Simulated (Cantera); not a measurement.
A Cantera script and its output.

```python
import numpy as np
import cantera as ct

surf = ct.Interface("diamond.yaml", "diamond_100")
gas, bulk = surf.adjacent["gas"], surf.adjacent["diamond"]
k = surf.kinetics_species_index(bulk.species_names[0])
cover = ["c6HH", "c6H*", "c6*H", "c6**", "c6HM", "c6B"]

rows, drift = [], 0.0
print(f"{'P':>10s}{'um/h':>11s}" + "".join(f"{s:>11s}" for s in cover))
for v in [600, 920, 1400, 2200, 3300, 5100, 7900, 12000]:
    T, P, xH, xCH3 = 1175, v, 0.0081, 2.9e-05
    gas.TPX = T, P, {"H": xH, "CH3": xCH3, "CH4": 0.0072, "H2": 1 - xH - xCH3 - 0.0072}
    surf.TP = bulk.TP = T, P
    surf.coverages = "c6H*:0.1, c6HH:0.9"
    surf.advance_coverages(100.0)
    before = surf.coverages
    surf.advance_coverages(100.0)
    drift = max(drift, np.max(np.abs(surf.coverages - before) / (surf.coverages + 1e-9)))
    rate = surf.net_production_rates[k] * bulk.mean_molecular_weight / bulk.density * 3.6e9
    rows.append([rate, *surf[cover].coverages])
    print(f"{v:10.4g}{rate:11.4e}" + "".join(f"{x:11.3e}" for x in rows[-1][1:]))
```

Result:

```
         P       um/h       c6HH       c6H*       c6*H       c6**       c6HM        c6B
       600 2.8003e-02  4.569e-01  3.570e-02  4.804e-01  2.677e-02  1.050e-04  7.599e-11
       920 5.4895e-02  4.569e-01  3.571e-02  4.803e-01  2.677e-02  1.526e-04  1.490e-10
      1400 1.0744e-01  4.569e-01  3.571e-02  4.803e-01  2.677e-02  2.151e-04  2.915e-10
      2200 2.2044e-01  4.568e-01  3.572e-02  4.802e-01  2.677e-02  3.011e-04  5.982e-10
      3300 4.1302e-01  4.567e-01  3.573e-02  4.801e-01  2.677e-02  3.926e-04  1.121e-09
      5100 7.8741e-01  4.567e-01  3.576e-02  4.800e-01  2.677e-02  4.998e-04  2.137e-09
      7900 1.4521e+00  4.566e-01  3.580e-02  4.798e-01  2.678e-02  6.077e-04  3.940e-09
   1.2e+04 2.5144e+00  4.565e-01  3.587e-02  4.797e-01  2.679e-02  7.020e-04  6.823e-09
```

Detailed kinetics in Cantera: the Harris–Goodwin 1993 mechanism for the reconstructed diamond (100) surface.
